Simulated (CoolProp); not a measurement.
Vapour-liquid equilibrium of R134a (1) + R236FA (2) at -62.65 °C; x and y are mole fractions of (1).

Computed with CoolProp (multi-fluid Helmholtz-energy mixture model, Tillner-Roth 1994 and Pan 2012; pair parameters Bell 2016).

| x | bubble pressure (kPa) | y at the bubble point | dew pressure at overall composition x (kPa) | liquid density (mol/L) |
|---|---|---|---|---|
| 0.05 | 3.596 | 0.187 | 3.199 | 10.83 |
| 0.125 | 4.370 | 0.383 | 3.405 | 11.06 |
| 0.2 | 5.137 | 0.519 | 3.639 | 11.30 |
| 0.275 | 5.901 | 0.620 | 3.907 | 11.55 |
| 0.35 | 6.663 | 0.698 | 4.218 | 11.80 |
| 0.425 | 7.425 | 0.760 | 4.582 | 12.07 |
| 0.5 | 8.190 | 0.810 | 5.013 | 12.35 |
| 0.575 | 8.957 | 0.852 | 5.534 | 12.64 |
| 0.65 | 9.727 | 0.888 | 6.174 | 12.94 |
| 0.725 | 10.50 | 0.918 | 6.980 | 13.25 |
| 0.8 | 11.28 | 0.945 | 8.024 | 13.58 |
| 0.875 | 12.05 | 0.968 | 9.433 | 13.92 |
| 0.95 | 12.83 | 0.988 | 11.44 | 14.28 |

No azeotrope shows between x = 0.05 and 0.95.

The pair parameters rest on a limited set of measurements; away from them the model extrapolates.
